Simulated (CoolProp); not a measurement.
Model: reference Helmholtz-energy equation of state, Lemmon 2000, in CoolProp. It is a pseudo-pure fit of the blend.

Task: For dry air, give the phase and the Prandtl number at 112.7 K and 373 kPa; 799.7 K and 29.1 kPa.

Result: 
- 112.7 K and 373 kPa: gas; Prandtl number 0.806
- 799.7 K and 29.1 kPa: gas; Prandtl number 0.717

Viscosity comes from a separate model (Lemmon 2004). Thermal conductivity comes from a separate model (Lemmon 2004).
